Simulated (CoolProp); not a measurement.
CH3F (R41) along the isotherm 359.9 K: fugacity coefficient from the reference equation and from simpler models built on Tc = 317.3 K, pc = 5.906 MPa, ω = 0.200; each cubic takes its own stable root.

Values from CoolProp's reference Helmholtz-energy equation of state, Lemmon 2006. It is a short technical equation, of lower accuracy than the large ones.

```tsv
p (MPa)	phase	reference	van der Waals	Redlich-Kwong
0.633	gas	0.9724	0.9767	0.9749
1.27	gas	0.9452	0.9535	0.9500
1.9	gas	0.9188	0.9305	0.9257
2.53	gas	0.8930	0.9077	0.9017
3.16	gas	0.8676	0.8850	0.8780
3.8	gas	0.8423	0.8619	0.8542
4.43	gas	0.8179	0.8392	0.8311
5.06	gas	0.7939	0.8166	0.8082
5.7	gas	0.7700	0.7935	0.7852
6.33	supercritical	0.7469	0.7706	0.7629
6.96	supercritical	0.7243	0.7477	0.7408
7.59	supercritical	0.7021	0.7245	0.7189
8.23	supercritical	0.6800	0.7008	0.6971
8.86	supercritical	0.6587	0.6775	0.6760
```
